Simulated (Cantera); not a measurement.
Input: 1 mol AlN, 510 mol H₂, equilibrated at 33.0 Pa.

Method: chemical equilibrium by Gibbs-energy minimisation in Cantera with the NASA 1993 tables (ideal gas, pure condensed phases). Candidate condensed phases: Al, AlN; 13 gas species. Kinetics and transport are ignored.

x: gas mole fraction; n: condensed amount in mol.

```tsv
T (K)	x H₂	x H	x Al	x N₂	x AlH	x Al₂	n AlN(s)
1073	1.000	7.71e-7	6.85e-10	4.18e-10	1.53e-10	<1e-12	1.00
1148	1.000	?	?	?	?	<1e-12	1.000
1223	1.000	1.66e-5	2.55e-7	1.38e-7	2.09e-8	<1e-12	1.000
1298	1.000	5.90e-5	2.90e-6	1.53e-6	1.58e-7	<1e-12	0.998
1373	1.000	0.000183	2.52e-5	1.31e-5	9.47e-7	7.36e-12	0.987
1448	0.999	0.000507	0.000174	8.94e-5	4.70e-6	1.61e-10	0.909
1523	0.997	0.00127	0.000992	0.000506	1.99e-5	2.58e-9	0.483
1598	0.994	0.00292	0.00192	0.000976	2.94e-5	5.10e-9	0
1673	0.991	?	0.00193	0.000974	?	?	0
1748	0.985	0.0125	0.00192	0.000971	1.83e-5	1.67e-9	0
```

**Question.** Fill in the missing entries.

**Answer.** 
- 1673, x H: 0.00624
- 1673, x AlH: 2.30e-5
- 1673, x Al₂: 2.86e-9
- 1148, x H: 3.94e-6
- 1148, x Al: 1.61e-8
- 1148, x N₂: 9.12e-9
- 1148, x AlH: 2.12e-9
